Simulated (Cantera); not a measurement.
A perfectly stirred reactor is fed with 1.59 % CO, 0.654 % O₂, 4.39 % H₂O, 93.4 % N₂, at 13300 Pa; it is held at 1375 K, and followed from long to short residence time.

Cantera simulation using GRI-Mech 3.0 (53 species, 325 reactions); the numbers are that mechanism's predictions, not measurements.

One state of this run: x CO = 0.00168; x O₂ = 0.000560; x H₂O = 0.0416; x N₂O = 3.90e-9; x O = 5.78e-5; x H = 0.000610; x NO = 1.04e-6. x: mole fraction; the columns are a selection and need not sum to one.

Which value of τ (s) does it belong to?
A) 0.0020
B) 0.36
C) 1.0
D) 2.8

C, 1.0
